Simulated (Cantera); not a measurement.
Input (Python, Cantera) and output of one run.

```python
import numpy as np
import cantera as ct

gas_names = """
    Cu CuO Cu2 H HO2 H2 H2O H2O2 O OH O2 O3
""".split()
cond_names = """
    Cu(cr) Cu(L) CuO(s) CuO2H2(s) Cu2O(s) Cu2O(L) H2O(s) H2O(L)
""".split()


# ... load() reads the species with a 1 bar reference pressure and builds the phases ...
atoms = {
    'Cu2O': {'Cu': 2, 'O': 1},
    'H2': {'H': 2},
    'H2O': {'H': 2, 'O': 1},
}
top_T = {'CuO(s)': 1390}  # K; cautious upper limits of use, not melting points


# ... equilibrate(T, P, feed) seeds the gas with the atoms and calls Mixture.equilibrate('TP', solver="vcs", rtol=1e-11, max_steps=5000) ...
results = []
feed = {'Cu2O': 1, 'H2': 2.9, 'H2O': 1.5}  # mol
P = 133.322  # Pa
for T in [950, 1050, 1150, 1250, 1350, 1450, 1550, 1650, 1750, 1850, 1950]:
    mix = equilibrate(T, P, feed)
    results.append((T, P, feed, dict(zip(mix.species_names, mix.species_moles))))

top = {s: max(r[3][s] / sum(r[3][g] for g in gas_names) for r in results) for s in gas_names}
cols = sorted((s for s in top if top[s] > 0.001), key=lambda s: -top[s])[:6]
seen = [c for c in cond_names if any(r[3].get(c, 0) > 1e-12 for r in results)]
print("log10 of partial pressures in bar; condensed amounts in mol")
print(f"{'T/K':>10s}" + "".join(f"{s[:9]:>10s}" for s in cols + seen))
for T, P, feed, n in results:
    ng = sum(n[g] for g in gas_names)
    print(f"{T:10.4g}" + "".join(f"{np.log10(max(n[s] / ng * P / 1e5, 1e-99)):10.3f}" for s in cols)
          + "".join(f"{n.get(c, 0):10.4g}" for c in seen))
```

It prints:

```
log10 of partial pressures in bar; condensed amounts in mol
       T/K       H2O        H2        Cu         H        OH    Cu(cr)     Cu(L)
       950    -3.121    -3.240   -11.724   -10.875   -13.587         2         0
      1050    -3.121    -3.240    -9.978    -9.711   -12.087         2         0
      1150    -3.121    -3.240    -8.539    -8.747   -10.847         2         0
      1250    -3.121    -3.240    -7.334    -7.936    -9.803         2         0
      1350    -3.121    -3.240    -6.310    -7.243    -8.913     1.998         0
      1450    -3.122    -3.241    -5.464    -6.645    -8.146         0     1.989
      1550    -3.127    -3.246    -4.731    -6.125    -7.479         0     1.938
      1650    -3.148    -3.268    -4.090    -5.676    -6.901         0     1.714
      1750    -3.232    -3.353    -3.525    -5.310    -6.421         0    0.7223
      1850    -3.286    -3.410    -3.383    -4.973    -5.981         0         0
      1950    -3.290    -3.417    -3.385    -4.649    -5.564         0         0
```

Method: chemical equilibrium by Gibbs-energy minimisation in Cantera with the NASA 1993 tables (ideal gas, pure condensed phases).
